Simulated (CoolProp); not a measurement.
Vapour-liquid equilibrium of R22 (1) + R142b (2) at 0.959 MPa; x and y are mole fractions of (1).

Values from CoolProp's multi-fluid Helmholtz-energy mixture model, Kamei 1995 and Lemmon 2006; pair parameters Bell 2016.

```json
[
 {"x": "0.05", "bubble temperature (K)": "333.9", "y at the bubble point": "0.102", "dew temperature at overall composition x (K)": "335.5", "liquid density (mol/L)": "10.17"},
 {"x": "0.125", "bubble temperature (K)": "329.7", "y at the bubble point": "0.236", "dew temperature at overall composition x (K)": "333.2", "liquid density (mol/L)": "10.44"},
 {"x": "0.2", "bubble temperature (K)": "325.9", "y at the bubble point": "0.353", "dew temperature at overall composition x (K)": "330.9", "liquid density (mol/L)": "10.71"},
 {"x": "0.275", "bubble temperature (K)": "322.3", "y at the bubble point": "0.456", "dew temperature at overall composition x (K)": "328.5", "liquid density (mol/L)": "10.99"},
 {"x": "0.35", "bubble temperature (K)": "318.9", "y at the bubble point": "0.546", "dew temperature at overall composition x (K)": "326.0", "liquid density (mol/L)": "11.27"},
 {"x": "0.425", "bubble temperature (K)": "315.6", "y at the bubble point": "0.627", "dew temperature at overall composition x (K)": "323.4", "liquid density (mol/L)": "11.55"},
 {"x": "0.5", "bubble temperature (K)": "312.5", "y at the bubble point": "0.698", "dew temperature at overall composition x (K)": "320.6", "liquid density (mol/L)": "11.84"},
 {"x": "0.575", "bubble temperature (K)": "309.6", "y at the bubble point": "0.762", "dew temperature at overall composition x (K)": "317.7", "liquid density (mol/L)": "12.14"},
 {"x": "0.65", "bubble temperature (K)": "306.7", "y at the bubble point": "0.818", "dew temperature at overall composition x (K)": "314.6", "liquid density (mol/L)": "12.44"},
 {"x": "0.725", "bubble temperature (K)": "304.0", "y at the bubble point": "0.868", "dew temperature at overall composition x (K)": "311.3", "liquid density (mol/L)": "12.75"},
 {"x": "0.8", "bubble temperature (K)": "301.4", "y at the bubble point": "0.911", "dew temperature at overall composition x (K)": "307.7", "liquid density (mol/L)": "13.06"},
 {"x": "0.875", "bubble temperature (K)": "298.9", "y at the bubble point": "0.949", "dew temperature at overall composition x (K)": "303.6", "liquid density (mol/L)": "13.38"},
 {"x": "0.95", "bubble temperature (K)": "296.5", "y at the bubble point": "0.981", "dew temperature at overall composition x (K)": "298.8", "liquid density (mol/L)": "13.70"}
]
```

No azeotrope shows between x = 0.05 and 0.95.

Pair parameters are fitted to limited data, so mixtures are less certain than the pure fluids.
